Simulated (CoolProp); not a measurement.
Nitrogen along the isotherm 100.9 K: density (kg/m³) from the reference equation and from simpler models built on Tc = 126.2 K, pc = 33.96 bar, ω = 0.037; each cubic takes its own stable root.

Values from CoolProp's reference Helmholtz-energy equation of state, Span 2000.

```csv
p (bar),phase,reference
12.1,liquid,686.4
24.3,liquid,694.0
36.4,liquid,700.8
48.5,liquid,707.0
60.6,liquid,712.9
72.8,liquid,718.4
84.9,liquid,723.5
97,liquid,728.3
109,liquid,732.9
121,liquid,737.3
133,liquid,741.4
146,liquid,745.8
158,liquid,749.6
170,liquid,753.3
```

Q: How far does each simpler model (Redlich-Kwong, Soave-Redlich-Kwong, Peng-Robinson) lie from the reference over these 14 states: mean and median of the absolute difference, and the worst?

A: 
- Redlich-Kwong: mean 1.0 %, median 0.7 %, worst -3.1 % at 100.9 K and 12.1 bar
- Soave-Redlich-Kwong: mean 1.1 %, median 0.8 %, worst -3.2 % at 100.9 K and 12.1 bar
- Peng-Robinson: mean 11.8 %, median 12.1 %, worst +13.0 % at 100.9 K and 170 bar
